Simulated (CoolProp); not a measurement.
A single-stage vapour-compression cycle with the fluoroketone C6F12O (FK-5-1-12): evaporating at 278.15 K (dew point), condensing at 330.15 K (bubble point), superheat 0 K, subcooling 2 K, compressor efficiency 0.65, no pressure losses. Each further row changes one setting.

Computed with CoolProp (reference Helmholtz-energy equation of state, McLinden 2015).

| case | cooling COP | pressure ratio | discharge temperature (K) | refrigerating effect (kJ/kg) | volumetric capacity (kJ/m³) |
|---|---|---|---|---|---|
| as stated | … | 8.22 | 330.1 | 44.9 | 101 |
| evaporating temperature 283.15 K | … | 6.43 | 330.1 | 49.0 | 138 |
| condensing temperature 325.15 K | … | … | 325.2 | 50.5 | 113 |
| subcooling 7 K | … | 8.22 | 330.1 | 50.5 | 113 |
| superheat 10 K | … | 8.22 | 330.1 | 53.4 | … |
| compressor efficiency 0.55 | 1.79 | 8.22 | 330.1 | 44.9 | 101 |

### Question
Some entries are withheld; supply them.

### Answer

- as stated, cooling COP: 2.12
- evaporating temperature 283.15 K, cooling COP: 2.57
- condensing temperature 325.15 K, cooling COP: 2.55
- condensing temperature 325.15 K, pressure ratio: 6.96
- subcooling 7 K, cooling COP: 2.38
- superheat 10 K, cooling COP: 2.29
- superheat 10 K, volumetric capacity (kJ/m³): 115

The compression ends wet for: as stated; evaporating temperature 283.15 K; condensing temperature 325.15 K; subcooling 7 K; superheat 10 K; compressor efficiency 0.55.
